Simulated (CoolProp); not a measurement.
R143a at 293.15 K and 0.89 MPa is throttled through a valve to 0.0607 MPa with no heat exchange. Each further row changes one setting.

The numbers come from the reference Helmholtz-energy equation of state, Lemmon and Jacobsen 2000 in CoolProp.

```csv
case,temperature change (K),final density (kg/m³)
as stated,-19.5,2.27
outlet pressure 0.0182 MPa,-20.6,0.678
outlet pressure 0.0789 MPa,-19.1,2.96
```
